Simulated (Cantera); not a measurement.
A Cantera script and its output.

```python
import numpy as np
import cantera as ct

surf = ct.Interface("ptcombust.yaml", "Pt_surf")
gas = surf.adjacent["gas"]
gas.TPX = 1125, 100000, {'CH4': 0.0063, 'O2': 0.029, 'N2': 0.79}
surf.TP = 1125, 100000
reactor = ct.FlowReactor(gas, clone=False)
reactor.area = 0.0001  # m2
reactor.surface_area_to_volume_ratio = 9200  # 1/m
reactor.mass_flow_rate = 2.4 * reactor.area * gas.density  # inlet velocity 2.4 m/s
reactor.energy_enabled = False
wall = ct.ReactorSurface(surf, reactor, clone=False)
net = ct.ReactorNet([reactor])
net.rtol, net.atol = 1e-8, 1e-16
show, cover = ['CH4', 'O2', 'H2O', 'CO2', 'CO'], ['PT(S)', 'H(S)', 'O(S)', 'OH(S)', 'CO(S)', 'C(S)']

rows = []
print(f"{'z/m':>9s}{'u/(m/s)':>9s}" + "".join(f"{s:>13s}" for s in show + cover))
for z in [8.9e-05, 0.00015, 0.00025, 0.00041, 0.00069, 0.0012, 0.0019, 0.0032, 0.0053, 0.0089]:
    net.advance(z)
    rows.append([reactor.speed, *gas[show].X, *surf[cover].coverages])
    print(f"{z:9.4g}{rows[-1][0]:9.3g}" + "".join(f"{x:13.4e}" for x in rows[-1][1:]))
```

It prints:

```
      z/m  u/(m/s)          CH4           O2          H2O          CO2           CO        PT(S)         H(S)         O(S)        OH(S)        CO(S)         C(S)
  8.9e-05      2.4   6.6485e-03   3.3173e-02   1.9693e-03   9.7695e-04   7.5883e-06   4.1640e-01   8.0281e-07   5.8288e-01   7.0165e-04   1.3792e-05   1.5129e-07
  0.00015      2.4   6.0396e-03   3.1956e-02   3.1862e-03   1.5860e-03   6.9292e-06   4.1839e-01   1.0069e-06   5.8072e-01   8.7329e-04   1.2714e-05   1.3947e-07
  0.00025      2.4   5.1481e-03   3.0174e-02   4.9677e-03   2.4775e-03   5.9533e-06   4.2145e-01   1.2568e-06   5.7746e-01   1.0768e-03   1.1083e-05   1.2158e-07
  0.00041      2.4   3.9661e-03   2.7812e-02   7.3295e-03   3.6593e-03   4.6376e-06   4.2579e-01   1.5431e-06   5.7290e-01   1.2990e-03   8.8116e-06   9.6655e-08
  0.00069      2.4   2.4797e-03   2.4842e-02   1.0299e-02   5.1453e-03   2.9438e-06   4.3171e-01   1.8674e-06   5.6674e-01   1.5345e-03   5.7491e-06   6.3059e-08
   0.0012      2.4   1.0232e-03   2.1932e-02   1.3209e-02   6.6012e-03   1.2350e-06   4.3810e-01   2.1677e-06   5.6015e-01   1.7354e-03   2.4829e-06   2.7232e-08
   0.0019      2.4   2.9425e-04   2.0476e-02   1.4665e-02   7.3300e-03   3.5865e-07   4.4155e-01   2.3157e-06   5.5661e-01   1.8281e-03   7.3180e-07   8.0245e-09
   0.0032      2.4   2.8342e-05   1.9943e-02   1.5197e-02   7.5962e-03   3.4997e-08   4.4286e-01   2.3697e-06   5.5527e-01   1.8609e-03   7.1257e-08   7.8008e-10
   0.0053      2.4   6.8377e-07   1.9887e-02   1.5253e-02   7.6243e-03   1.1077e-09   4.4300e-01   2.3754e-06   5.5513e-01   1.8643e-03   1.8119e-09   1.8838e-11
   0.0089      2.4   2.2381e-08   1.9885e-02   1.5255e-02   7.6255e-03   2.2685e-10   4.4301e-01   2.3757e-06   5.5512e-01   1.8644e-03   1.2530e-10   6.1664e-13
```

Model: Deutschmann's 1995 Pt surface mechanism with GRI-Mech 3.0 gas chemistry, integrated in Cantera. Catalytic surfaces can have several steady states; this one follows from the mechanism file's or the stated starting coverage. Mass transfer to the wall is taken as infinitely fast.
